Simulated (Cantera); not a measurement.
Charge: 1 mol SiF₄, 0.054 mol CH₄, 420 mol H₂, equilibrated at 13.3 mbar.

Method: chemical equilibrium by Gibbs-energy minimisation in Cantera with the NASA 1993 tables (ideal gas, pure condensed phases). Candidate condensed phases: C, C₆H₆, C₇H₈, C₈H₁₈, Si, SiC; 113 gas species. The tables' values for SiF, SiF₂ are old estimates; treat these amounts as uncertain. Kinetics and transport are ignored. All values below are at 2450 K.

Base state: H₂ 0.831, H 0.159, HF 0.00859, Si 0.00201, SiF 7.19e-5, SiH 6.05e-5, C₂H₂ (acetylene) 5.36e-5, SiF₂ 1.84e-5 (mole fractions); condensed: gas only.

### Question
What changes in the equilibrium state with this change: SiF₄ replaced by SiH₂Cl₂?

### Answer
```tsv
species	before	after
H₂	0.831	0.834
H	0.159	0.159
HCl	0	0.00383
HF	0.00859	0
Si	0.00201	0.00209
Cl	0	0.000517
SiF	7.19e-5	0
SiF₂	1.84e-5	0
SiH	6.05e-5	6.31e-5
```
